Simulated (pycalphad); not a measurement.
Source of the numbers: pycalphad with the COST 507 light-alloy database (1999); pressure 1 atm. The database dates from 1999; later assessments differ in places, in temperatures and in the compounds included. Phase fractions are per mole of atoms.

### Question
Give the equilibrium state of Ti-27.26B (wt.%) at 1425 K.

### Answer
B2M, fraction 0.552, with 31.1 B wt.%; B4M3, fraction 0.448, with 23.1 B wt.%.

### Question
Give the equilibrium state of Ti-27.26B (wt.%) at 2775 K.

### Answer
```
T = 2775.00 K, P = 101325 Pa, N = 1 mol of atoms
G = -226724 J/mol, H = -22477 J/mol, S = 73.60 J/(mol K)  (SER reference)
chemical potentials (J/mol): Ti -241354, B -217908
phase             fraction      x(Ti)       x(B)
B2M                 0.8154     0.3333     0.6667
LIQUID              0.1846     0.5645     0.4355
```

Database names, with the compositions (at.%) that they take in these runs: B2M: B 67 Ti 33; B4M3: B 57 Ti 43.
